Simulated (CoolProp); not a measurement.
Properties of ethanol along the isobar 76 bar.

Computed with CoolProp (reference Helmholtz-energy equation of state, Schroeder 2014).

| T (°C) | phase | Z | cv (kJ/(kg K)) | expansivity (1/kK) | Prandtl number |
|---|---|---|---|---|---|
| -51.05 | liquid | 0.2219 | 1.623 | 0.9924 | 75.9 |
| -29.95 | liquid | 0.2069 | 1.714 | 0.9896 | 45.1 |
| -8.95 | liquid | 0.1945 | 1.826 | 0.9975 | 29.1 |
| 12.15 | liquid | 0.1840 | 1.954 | 1.019 | 20.1 |
| 33.25 | liquid | 0.1751 | 2.097 | 1.060 | 14.6 |
| 54.25 | liquid | 0.1677 | 2.247 | 1.127 | 11.2 |
| 75.35 | liquid | 0.1615 | 2.399 | 1.228 | 8.85 |
| 96.35 | liquid | 0.1565 | 2.546 | 1.374 | 7.25 |
| 117.45 | liquid | 0.1527 | 2.684 | 1.585 | 6.08 |
| 138.45 | liquid | 0.1503 | 2.802 | 1.879 | 5.17 |
| 159.55 | liquid | 0.1493 | 2.891 | 2.276 | 4.41 |
| 180.55 | liquid | 0.1502 | 2.951 | 2.794 | 3.74 |
| 201.65 | liquid | 0.1534 | 3.009 | 3.613 | 3.21 |

Viscosity comes from a separate model (Kiselev 2005). Thermal conductivity comes from a separate model (Assael 2013).
